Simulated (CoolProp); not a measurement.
C3F8 (R218) along the isotherm 12.45 °C: density (kg/m³) from the reference equation and from simpler models built on Tc = 71.9 °C, pc = 2640 kPa, ω = 0.317; each cubic takes its own stable root.

The numbers come from the reference Helmholtz-energy equation of state, Lemmon 2006 in CoolProp. It is a short technical equation, of lower accuracy than the large ones.

| p (kPa) | phase | reference |
|---|---|---|
| 20.9 | gas | 1.663 |
| 47.5 | gas | 3.805 |
| 108 | gas | 8.786 |
| 246 | gas | 20.80 |
| 560 | gas | 52.93 |
| 1270 | liquid | 1401 |
| 2900 | liquid | 1419 |
| 6600 | liquid | 1453 |

How far does each simpler model (van der Waals, Redlich-Kwong, Soave-Redlich-Kwong, Peng-Robinson) lie from the reference over these 8 states: mean and median of the absolute difference, and the worst?


- van der Waals: mean 14.4 %, median 3.9 %, worst -38.3 % at 12.45 °C and 1270 kPa
- Redlich-Kwong: mean 4.5 %, median 1.8 %, worst -13.0 % at 12.45 °C and 1270 kPa
- Soave-Redlich-Kwong: mean 2.5 %, median 0.7 %, worst -7.5 % at 12.45 °C and 1270 kPa
- Peng-Robinson: mean 2.3 %, median 0.2 %, worst +7.4 % at 12.45 °C and 6600 kPa
